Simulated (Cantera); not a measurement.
Mixture: 6.24 % CH₄, 0.475 % H₂, 19.6 % O₂, 73.7 % N₂, equivalence ratio 0.65, at 0.820 bar, adiabatic and at constant volume. Ignition delay is the time to a rise of 400 K.

Cantera simulation using GRI-Mech 3.0 (53 species, 325 reactions); the numbers are that mechanism's predictions, not measurements.

At T0 = 1473 K, what is the delay, and which 8 reactions control it most (d ln τ / d ln k, from doubling and halving each rate constant)?

The delay is 0.998 ms.
```json
[
 {"reaction": "H + O2 <=> O + OH", "d ln τ / d ln k": "-0.50", "faster rate": "shortens it"},
 {"reaction": "CH3 + O2 <=> CH3O + O", "d ln τ / d ln k": "-0.37", "faster rate": "shortens it"},
 {"reaction": "2 CH3 (+M) <=> C2H6 (+M)", "d ln τ / d ln k": "0.34", "faster rate": "lengthens it"},
 {"reaction": "CH4 + H <=> CH3 + H2", "d ln τ / d ln k": "0.19", "faster rate": "lengthens it"},
 {"reaction": "CH4 + OH <=> CH3 + H2O", "d ln τ / d ln k": "0.18", "faster rate": "lengthens it"},
 {"reaction": "CH3 + HO2 <=> CH3O + OH", "d ln τ / d ln k": "-0.17", "faster rate": "shortens it"},
 {"reaction": "CH3 + O2 <=> CH2O + OH", "d ln τ / d ln k": "-0.14", "faster rate": "shortens it"},
 {"reaction": "2 CH3 <=> C2H5 + H", "d ln τ / d ln k": "-0.12", "faster rate": "shortens it"}
]
```
